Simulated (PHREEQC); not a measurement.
Solution (25 °C): 0.0058 mol CdCl2, 0.00019 mol CaCl2, 0.00042 mol HCl and 0.00091 mol Na2SO4 per kg of water. Closed to the air; pH follows from the charge balance.

The numbers come from PHREEQC with the ion-association model, phreeqc.dat.

```json
[
 {"quantity": "pH", "before": "3.44", "after": "4.40"},
 {"quantity": "ionic strength (mol/kgw)", "before": "0.0158", "after": "0.00198"},
 {"quantity": "SO4-2 (mol/kgw)", "before": "0.000643", "after": "8.21e-5"},
 {"quantity": "HSO4- (mol/kgw)", "before": "1.57e-5", "after": "2.75e-7"},
 {"quantity": "SI of Gypsum (CaSO4:2H2O)", "before": "-2.77", "after": "-4.40"},
 {"quantity": "SI of Halite (NaCl)", "before": "-6.41", "after": "-8.28"}
]
```

What was changed between the two runs?
A) HCl from 0.00042 to 8.4e-05 mol/kgw
B) diluted 10-fold with water
C) temperature from 25 to 70 °C
D) CaCl2 from 0.00019 to 9.5e-05 mol/kgw
E) CdCl2 replaced by ZnCl2 at the same molality

B, diluted 10-fold with water

Precipitation was switched off in this run.
